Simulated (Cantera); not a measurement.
# Ignition delay

Mixture: C3H8 : O2 : N2 = 1 : 2.78 : 10.4 (molar parts), at 4950 Torr, adiabatic and at constant pressure. Ignition delay is the time to a rise of 400 K.

Cantera simulation using GRI-Mech 3.0 (53 species, 325 reactions); the numbers are that mechanism's predictions, not measurements. GRI-Mech 3.0 was tuned for natural gas; its chemistry of propane as a main component is partial and can be far from experiment.

```json
[
 {"T0 (K)": "1173", "delay (ms)": "3.95"},
 {"T0 (K)": "1273", "delay (ms)": "0.625"},
 {"T0 (K)": "1373", "delay (ms)": "0.128"},
 {"T0 (K)": "1473", "delay (ms)": "0.0358"},
 {"T0 (K)": "1573", "delay (ms)": "0.0133"},
 {"T0 (K)": "1673", "delay (ms)": "0.00621"},
 {"T0 (K)": "1773", "delay (ms)": "0.00348"}
]
```

```yaml
apparent activation energy between 1573 and 1773 K: 160 kJ/mol
```
